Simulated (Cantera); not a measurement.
An isothermal, constant-pressure homogeneous reactor starts with H2 : O2 : N2 = 1.3 : 1 : 18 (molar parts), at 1175 K and 165 Torr.

Detailed kinetics in Cantera: the H2/O2 subset of GRI-Mech 3.0, which has no nitrogen chemistry. The temperature is held fixed by assumption; the heat of reaction is taken as removed at once.

x: mole fraction; the columns are a selection and need not sum to one.

```tsv
t (s)	x H2	x O2	x H2O	x O	x HO2
4.00e-5	0.0640	0.0493	5.80e-10	2.21e-10	1.21e-9
0.000105	0.0640	0.0493	(withheld)	(withheld)	(withheld)
0.000276	0.0640	0.0493	(withheld)	(withheld)	(withheld)
0.000726	0.0426	0.0402	0.0151	0.00207	4.40e-6
0.00191	0.00434	0.0207	0.0556	0.00262	3.07e-6
0.00502	0.00119	0.0182	0.0640	0.000559	2.58e-6
0.0132	0.000164	0.0178	0.0659	6.85e-5	1.51e-6
0.0346	1.95e-5	0.0178	0.0661	8.16e-6	3.85e-7
0.0910	3.09e-6	0.0178	0.0661	1.42e-6	7.87e-8
0.239	6.88e-7	0.0178	0.0662	3.47e-7	1.96e-8
0.629	1.96e-7	0.0178	0.0662	1.04e-7	5.94e-9
1.65	6.49e-8	0.0178	0.0662	3.56e-8	2.18e-9
4.34	2.42e-8	0.0178	0.0662	1.34e-8	1.11e-9
11.4	1.12e-8	0.0178	0.0662	6.08e-9	8.85e-10
30.0	8.14e-9	0.0178	0.0662	4.30e-9	8.82e-10
```

Fill in the missing entries.


- 0.000105, x H2O: 8.99e-9
- 0.000105, x O: 1.73e-9
- 0.000105, x HO2: 3.44e-9
- 0.000276, x H2O: 7.07e-7
- 0.000276, x O: 1.04e-7
- 0.000276, x HO2: 3.38e-8
